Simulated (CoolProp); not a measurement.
Vapour-liquid equilibrium of cis-2-butene (1) + acetone (2) at 0.531 MPa; x and y are mole fractions of (1).

The numbers come from the multi-fluid Helmholtz-energy mixture model, Lemmon 2005 and Lemmon 2006; pair parameters Bell 2016 in CoolProp.

Problem. Give the bubble temperature and the first vapour's composition at x = 0.45, 0.55, 0.95. Is there an azeotrope?

Solution. x = 0.45: 68.1 °C, y = 0.792; x = 0.55: 65.1 °C, y = 0.827; x = 0.95: 57.3 °C, y = 0.969. No azeotrope shows between x = 0.05 and 0.95.

The pair parameters rest on a limited set of measurements; away from them the model extrapolates.
